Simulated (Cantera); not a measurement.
Input (Python, Cantera) and output of one run.

```python
import numpy as np
import cantera as ct

gas_names = """
    O2 CO AL2O
""".split()
cond_names = """
    C(gr) AL(cr) AL(L) Ti(a) Ti(b) Ti(L) Ti2O3(a) Ti2O3(b) Ti2O3(L)
""".split()


# ... load() reads the species with a 1 bar reference pressure and builds the phases ...
species = {s.name: s for s in load("nasa_gas.yaml", gas_names) + load("nasa_condensed.yaml", cond_names)}
# Each term lists the table entries of one substance; the one whose range holds T is used.
reactions = {
    '2 C + O2(g) = 2 CO(g)':
        [(-2, ['C(gr)']), (-1, ['O2']), (2, ['CO'])],
    '4 Al + O2(g) = 2 Al2O(g)':
        [(-4, ['AL(cr)', 'AL(L)']), (-1, ['O2']), (2, ['AL2O'])],
    '1.333 Ti + O2(g) = 0.6667 Ti2O3':
        [(-1.3333333333333333, ['Ti(a)', 'Ti(b)', 'Ti(L)']), (-1, ['O2']), (0.6666666666666666, ['Ti2O3(a)', 'Ti2O3(b)', 'Ti2O3(L)'])],
}


def pick(names, T):
    return next(species[n] for n in names if species[n].thermo.min_temp <= T <= species[n].thermo.max_temp)


results = []
for label, terms in reactions.items():
    print(label)
    print("     T/K   dH/kJ  dS/(J/K)   dG/kJ   log10 K")
    for T in [350, 550, 750, 950, 1150, 1350, 1550, 1750, 1950, 2150, 2350]:
        used = [(nu, pick(names, T)) for nu, names in terms]
        dH = sum(nu * s.thermo.h(T) for nu, s in used) / 1e6
        dS = sum(nu * s.thermo.s(T) for nu, s in used) / 1e3
        dG = dH - T * dS / 1e3
        logK = -dG * 1e6 / (ct.gas_constant * T * np.log(10))
        results.append((label, T, dH, dS, dG, logK, [s.name for _, s in used]))
        print(f"{T:8g} {dH:8.1f} {dS:8.1f} {dG:8.1f} {logK:8.2f}")
```

It prints:

```
2 C + O2(g) = 2 CO(g)
     T/K   dH/kJ  dS/(J/K)   dG/kJ   log10 K
     350   -220.5    180.3   -283.6    42.33
     550   -220.1    181.5   -319.9    30.38
     750   -221.4    179.6   -356.1    24.80
     950   -223.4    177.2   -391.7    21.54
    1150   -225.8    174.9   -426.9    19.39
    1350   -228.4    172.8   -461.7    17.86
    1550   -231.1    170.9   -496.1    16.72
    1750   -234.0    169.2   -530.1    15.82
    1950   -237.1    167.5   -563.7    15.10
    2150   -240.2    166.0   -597.1    14.51
    2350   -243.5    164.5   -630.1    14.01
4 Al + O2(g) = 2 Al2O(g)
     T/K   dH/kJ  dS/(J/K)   dG/kJ   log10 K
     350   -291.5    182.7   -355.5    53.05
     550   -296.4    171.8   -390.9    37.12
     750   -302.3    162.7   -424.3    29.55
     950   -353.4    107.1   -455.2    25.03
    1150   -361.5     99.4   -475.8    21.61
    1350   -369.6     92.9   -495.0    19.15
    1550   -377.7     87.3   -513.0    17.29
    1750   -385.8     82.4   -530.0    15.82
    1950   -393.9     78.0   -546.0    14.63
    2150   -402.1     74.0   -561.2    13.63
    2350   -410.4     70.3   -575.6    12.79
1.333 Ti + O2(g) = 0.6667 Ti2O3
     T/K   dH/kJ  dS/(J/K)   dG/kJ   log10 K
     350  -1013.7   -193.9   -945.8   141.16
     550  -1009.6   -184.9   -907.9    86.22
     750  -1005.3   -178.3   -871.6    60.70
     950  -1001.2   -173.4   -836.4    45.99
    1150   -998.3   -170.6   -802.1    36.43
    1350   -998.6   -171.2   -767.5    29.70
    1550   -994.4   -168.2   -733.6    24.72
    1750   -990.9   -166.2   -700.2    20.90
    1950  -1007.9   -174.8   -667.0    17.87
    2150   -937.7   -141.6   -633.2    15.38
    2350   -937.0   -141.3   -604.9    13.45
```

Standard-state values (1 bar) from the NASA 1993 polynomials, evaluated with Cantera. Condensed species are held in their standard states even where they would react or evaporate.
